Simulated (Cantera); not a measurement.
## Stirred combustor or abatement burner

A perfectly stirred reactor is fed with 9.54 % CH4, 17.4 % O2, 65.3 % N2, 7.82 % H2O, equivalence ratio 1.1, at 900 Torr; it is adiabatic with a 798 K inlet, and is followed from long to short residence time, starting on the burning branch (τ in s: 0.074, 0.034, 0.015, 0.007, 0.0032, 0.0014, 0.00065, 0.0003, 0.00013, 6.1e-05, 2.8e-05).

Cantera simulation using GRI-Mech 3.0 (53 species, 325 reactions); the numbers are that mechanism's predictions, not measurements.

| τ (s) | T (K) | x CH4 | x O2 | x H2O | x CH2 | x C2H4 | x CH3 | x CO2 |
|---|---|---|---|---|---|---|---|---|
| 0.074 | 2368 | 2.90e-6 | 0.00243 | 0.244 | 1.61e-7 | 1.59e-10 | 2.08e-6 | 0.0675 |
| 0.034 | 2361 | 5.66e-6 | 0.00281 | 0.243 | 3.23e-7 | 5.84e-10 | 4.05e-6 | 0.0671 |
| 0.015 | 2347 | 1.09e-5 | 0.00348 | 0.241 | 6.36e-7 | 1.99e-9 | 7.70e-6 | 0.0663 |
| 0.0070 | 2326 | 1.91e-5 | 0.00445 | 0.239 | 1.13e-6 | 5.47e-9 | 1.33e-5 | 0.0651 |
| 0.0032 | 2295 | 3.35e-5 | 0.00585 | 0.237 | 1.94e-6 | 1.40e-8 | 2.24e-5 | 0.0634 |
| 0.0014 | 2251 | 6.09e-5 | 0.00779 | 0.233 | 3.27e-6 | 3.62e-8 | 3.84e-5 | 0.0611 |
| 0.00065 | 2202 | 0.000109 | 0.0100 | 0.228 | 5.20e-6 | 9.03e-8 | 6.44e-5 | 0.0586 |
| 0.00030 | 2146 | 0.000208 | 0.0127 | 0.224 | 8.42e-6 | 2.52e-7 | 0.000113 | 0.0555 |
| 0.00013 | 2082 | 0.000458 | 0.0165 | 0.219 | 1.50e-5 | 9.51e-7 | 0.000226 | 0.0510 |
| 6.1e-5 | 2015 | 0.00110 | 0.0224 | 0.215 | 2.86e-5 | 4.71e-6 | 0.000490 | 0.0438 |
| 2.8e-5 | 798 | 0.0954 | 0.174 | 0.0782 | <1e-12 | <1e-12 | <1e-12 | <1e-12 |
x: mole fraction; the columns are a selection and need not sum to one.
